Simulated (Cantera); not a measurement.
A diamond (100) surface in a fixed gas of H2 with x(CH4) = 0.0054, x(H) = 0.00094, x(CH3) = 0.00044, 11.3 Torr; coverages are run to steady state.

Model: the Harris–Goodwin 1993 mechanism for the reconstructed diamond (100) surface, integrated in Cantera.

One state of this run: growth (µm/h) = 0.197; θ c6HH = 0.414; θ c6H* = 0.0528; θ c6*H = 0.501; θ c6** = 0.0304; θ c6HM = 4.97e-5. θ: site fractions in the mechanism's names (c6HH fully hydrogenated, c6H* and c6*H radical sites, c6** diradical, c6HM methylated).

**Question.** Which value of T (K) does it belong to?
(A) 1375
(B) 1150
(C) 1300
(D) 925

**Answer.** A, 1375
